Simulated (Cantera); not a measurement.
A closed system holds: 1 mol V2O3, 1.8 mol H2, 2.1 mol N2, held at 548 Torr.

These are equilibrium values from Cantera (NASA tables, ideal gas, pure condensed phases), not measurements of a reactor. Candidate condensed phases: H2O, V, VN, VO, V2O3, V2O4, V2O5; 28 gas species. VN: taken at fixed stoichiometry. Condensed phases not in the tables: the oxides between V2O3 and V2O5 other than VO2, V2N. Equilibrium is a limit: real reactors are often held back by kinetics, nucleation or transport. All values below are at 998 K.

Base state: N2 0.538, H2 0.459, H2O 0.00259, NH3 9.83e-5 (mole fractions); condensed: VN(s) + V2O3(s).

Task: What changes in the equilibrium state with this change: V2O3 replaced by FeS2?

Result: 
```
species        before     after
------------  -------  --------
N2              0.538     0.538
H2S                 0     0.256
H2              0.459     0.205
H2O           0.00259         0
S2                  0  0.000111
NH3           9.83e-5   2.94e-5
VN(s), mol    0.00672         0
V2O3(s), mol    0.997         0
FeS(s), mol         0      1.00
```
FeS: taken at fixed stoichiometry. Gases not in the tables: S3 to S7. Further candidate phases: Fe, FeS, FeS2, S.

Task: What changes in the equilibrium state with this change: V2O3 replaced by SiO2?

Result: 
```tsv
species	before	after
N2	0.538	0.538
H2	0.459	0.461
NH3	9.83e-5	9.90e-5
H2O	0.00259	5.01e-5
VN(s), mol	0.00672	0
V2O3(s), mol	0.997	0
SiO2(β-quartz), mol	0	1.000
Si2N2O(s), mol	0	6.51e-5
```
N2 is the only nitrogen source here; it is nearly inert below about 1500 K, so the nitride shown seldom forms there in practice. Further candidate phases: Si, SiO2, Si2N2O, Si3N4.
